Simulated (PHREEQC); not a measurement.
0.014 g of hydrous ferric oxide (600 m²/g; 0.2 weak and 0.005 strong sites per Fe, Dzombak-Morel constants, diffuse double layer) in 1 kg of water with 0.1 mol/kgw of an inert sodium salt and 5.8e-06 mol/kgw NiCl2, at 25 °C; the pH is set by adding NaOH or the inert anion's acid. Oxygen is held at 0.21 atm. CO2 from the air is kept out. No solid was allowed to form.

The numbers come from PHREEQC with the ion-association model, wateq4f.dat.

```tsv
pH	Ni sorbed (%)	surface charge σ (C/m²)	surface potential ψ (mV)
4	0.0	0.321	147
4.67	0.0	0.253	135
5.33	0.1	0.177	116
6	1.1	0.112	94
6.67	8.0	0.064	68
7.33	22.1	0.032	41
8	62.8	0.012	16
8.67	94.2	-0.007	-9
9.33	99.4	-0.031	-39
10	99.8	-0.065	-68
10.67	99.5	-0.111	-93
11.33	96.1	-0.167	-113
12	61.8	-0.248	-130
```

Along this series the solution becomes supersaturated in solids that the run did not let form, among them Ni(OH)2. Species that the database lacks are ignored.
